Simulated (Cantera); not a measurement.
Input: 1 mol trisilylamine, 5.4 mol N2, at 40.0 Pa.

These are equilibrium values from Cantera (NASA tables, ideal gas, pure condensed phases), not measurements of a reactor. Candidate condensed phases: Si, Si3N4; 18 gas species. The feed counts by its element totals alone. Mutual solubility and eutectic melting of coexisting phases are not modelled. Kinetics and transport are ignored.

Task: Which condensed phases are stable at each of these points (T (°C)): 775, 850, 925, 1000, 1075, 1150, 1225, 1300, 1375?

Result: 
```json
[
 {"T (°C)": "775", "condensed phases": "Si3N4(s)", "Si condensed (%)": "100.0"},
 {"T (°C)": "850", "condensed phases": "Si3N4(s)", "Si condensed (%)": "100.0"},
 {"T (°C)": "925", "condensed phases": "Si3N4(s)", "Si condensed (%)": "100.0"},
 {"T (°C)": "1000", "condensed phases": "Si3N4(s)", "Si condensed (%)": "100.0"},
 {"T (°C)": "1075", "condensed phases": "Si3N4(s)", "Si condensed (%)": "100.0"},
 {"T (°C)": "1150", "condensed phases": "Si3N4(s)", "Si condensed (%)": "100.0"},
 {"T (°C)": "1225", "condensed phases": "Si3N4(s)", "Si condensed (%)": "100.0"},
 {"T (°C)": "1300", "condensed phases": "Si(s) + Si3N4(s)", "Si condensed (%)": "100.0"},
 {"T (°C)": "1375", "condensed phases": "Si(s)", "Si condensed (%)": "99.8"}
]
```

From 775 °C to 1225 °C the condensed part is Si3N4(s). At 1300 °C the condensed part is Si(s) + Si3N4(s). At 1375 °C the condensed part is Si(s).
